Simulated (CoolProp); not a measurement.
Properties of ethane along the isobar 0.42 MPa (Tc = 32.2 °C, pc = 4.872 MPa, ω = 0.099).

Computed with CoolProp (reference Helmholtz-energy equation of state, Bücker 2006).

```
T (°C)  phase  cv (kJ/(kg K))  speed of sound (m/s)  Joule-Thomson coefficient (K/MPa)  conductivity (mW/(m K))  Prandtl number
------  -----  --------------  --------------------  ---------------------------------  -----------------------  --------------
5.15      gas           1.410                 295.4                              13.39                     18.9           0.811
32.35     gas           1.511                 309.8                              10.43                     22.2           0.792
59.65     gas           1.621                 323.2                              8.310                     25.9           0.776
86.95     gas           1.735                 335.7                              6.741                     29.8           0.763
114.15    gas           1.850                 347.6                              5.552                        …           0.752
141.45    gas           1.966                 359.0                              4.628                     38.6               …
168.75    gas           2.081                 369.9                              3.899                     43.3           0.733
195.95    gas           2.193                 380.5                              3.318                     48.1           0.725
223.25    gas           2.303                 390.7                              2.845                     53.2           0.718
250.55    gas               …                 400.7                              2.457                     58.4               …
277.75    gas           2.513                 410.4                              2.137                     63.7           0.705
```

Task: Some entries are withheld; supply them.

Result: 
- 114.15, conductivity (mW/(m K)): 34.1
- 141.45, Prandtl number: 0.742
- 250.55, cv (kJ/(kg K)): 2.410
- 250.55, Prandtl number: 0.711

Viscosity comes from a separate model (Friend 1991). Thermal conductivity comes from a separate model (Friend 1991).
